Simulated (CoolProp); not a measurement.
The fluid at 290.4 K and 1.13 MPa is throttled through a valve to 0.588 MPa with no heat exchange. The same conditions are run with several fluids, on thermodynamics alone (safety and materials aside).

Values from CoolProp's reference Helmholtz-energy equation of state of each fluid (tetrahydrofuran: Fiedler 2023; p-xylene: Zhou 2012; toluene: Lemmon 2006; cyclopentane: Gedanitz 2015; R365MFC: Lemmon 2016).

```tsv
fluid	temperature change (K)	final density (kg/m³)
tetrahydrofuran	+0.2	[?]
p-xylene	+0.3	[?]
toluene	+0.3	[?]
cyclopentane	+0.3	[?]
R365MFC	+0.2	[?]
```

**Question.** Some entries are withheld; supply them.

**Answer.** 
- tetrahydrofuran, final density (kg/m³): 891
- p-xylene, final density (kg/m³): 864
- toluene, final density (kg/m³): 870
- cyclopentane, final density (kg/m³): 748
- R365MFC, final density (kg/m³): 1270
